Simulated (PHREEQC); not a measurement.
Dissolve 0.001 mol/kgw CaSO4, 0.00648 mol/kgw CO2 and 0.032 mol/kgw KCl at 25 °C. Closed to the air; pH follows from the charge balance.

All values are PHREEQC results (ion-association model, phreeqc.dat), not measurements.

| Item | Value |
|---|---|
| pH | 4.27 |
| ionic strength | 0.0357 mol/kgw |
| specific conductance | 4460 µS/cm |

```json
[
 {"species": "Cl-", "molality": "0.0320", "activity": "0.0267", "log γ": "-0.078"},
 {"species": "K+", "molality": "0.0319", "activity": "0.0266", "log γ": "-0.079"},
 {"species": "CO2", "molality": "0.00641", "activity": "0.00647", "log γ": "0.004"},
 {"species": "Ca+2", "molality": "0.000962", "activity": "0.000495", "log γ": "-0.288"},
 {"species": "SO4-2", "molality": "0.000863", "activity": "0.000437", "log γ": "-0.296"},
 {"species": "KSO4-", "molality": "9.65e-5", "activity": "8.17e-5", "log γ": "-0.072"},
 {"species": "HCO3-", "molality": "6.37e-5", "activity": "5.39e-5", "log γ": "-0.072"},
 {"species": "H+", "molality": "6.14e-5", "activity": "5.33e-5", "log γ": "-0.062"},
 {"species": "CaSO4", "molality": "3.81e-5", "activity": "3.84e-5", "log γ": "0.004"}
]
```

Precipitation was switched off in this run. Species that the database lacks are ignored.
